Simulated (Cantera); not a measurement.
Feed: 1 mol C₂H₅OH, 6.2 mol H₂, held at 1.00 Torr.

Equilibrium computed with Cantera from the NASA thermochemical tables; the gas is ideal and each condensed phase is pure. Candidate condensed phases: C, C₆H₆, C₇H₈, C₈H₁₈, H₂O; 110 gas species. Equilibrium is a limit: real reactors are often held back by kinetics, nucleation or transport.

Over these rows the condensed part is C(graphite). Partial pressures as log10 of bar:

```
T (K)  1000/T (1/K)  log p C₂H₂ (acetylene)  log p H₂  log p CO
-----  ------------  ----------------------  --------  --------
1573         0.6357                   -7.61     -2.92     -3.88
1673         0.5977                   -7.17     -2.92     -3.88
1773         0.5640                   -6.78     -2.92     -3.89
1873         0.5339                   -6.43     -2.93     -3.89
1973         0.5068                   -6.13     -2.94     -3.89
2073         0.4824                       ?     -2.95     -3.90
```

Question: Fit log p(C₂H₂ (acetylene)) = a + b·(1000/T) to the five rows, give the apparent enthalpy, and predict the row at 2073 K.

Answer: Means: 1000/T = 0.5676, log p = -6.824. Sxy = -0.119573, Sxx = 0.0103889, so b = -11.51 and a = -6.824 − (-11.51)×0.5676 = -0.29.
Apparent enthalpy: −19.145 × (-11.51) = 220 kJ/mol. With the condensed phases at unit activity, 2 C(graphite) + H₂(g) = C₂H₂ (acetylene)(g) links this pressure to the main gases: over the six rows their terms move log p by -0.03 in all, so the slope is close to that reaction's ΔH°. The five rows lie within 0.01 of the line.
Prediction at 2073 K: -0.29 + (-11.51)×0.4824 = -5.84. The computed value is -5.86, 0.02 from the line.
